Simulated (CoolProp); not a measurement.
Vapour-liquid equilibrium of n-pentane (1) + acetone (2) at 108.65 °C; x and y are mole fractions of (1).

Computed with CoolProp (multi-fluid Helmholtz-energy mixture model, Thol 2019 and Lemmon 2006; pair parameters Bell 2016).

```
x      bubble pressure (MPa)  y at the bubble point  dew pressure at overall composition x (MPa)  liquid density (mol/L)
-----  ---------------------  ---------------------  -------------------------------------------  ----------------------
0.05                  0.5333                  0.157                                       0.4832                   11.38
0.125                 0.6158                  0.304                                       0.5174                   10.86
0.2                   0.6758                  0.397                                       0.5556                   10.38
0.275                 0.7194                  0.462                                       0.5981                   9.936
0.35                  0.7511                  0.513                                       0.6448                   9.527
0.425                 0.7742                  0.554                                       0.6945                   9.153
0.5                   0.7908                  0.592                                       0.7435                   8.811
0.575                 0.8020                  0.629                                       0.7839                   8.501
0.65                  0.8080                  0.668                                       0.8060                   8.223
0.725                 0.8082                  0.711                                       0.8070                   7.974
0.8                   0.8009                  0.763                                       0.7919                   7.753
0.875                 0.7833                  0.829                                       0.7672                   7.559
0.95                  0.7505                  0.918                                       0.7377                   7.387
```

y crosses x between x = 0.65 and 0.725: the model has an azeotrope there.

The pair parameters rest on a limited set of measurements; away from them the model extrapolates.
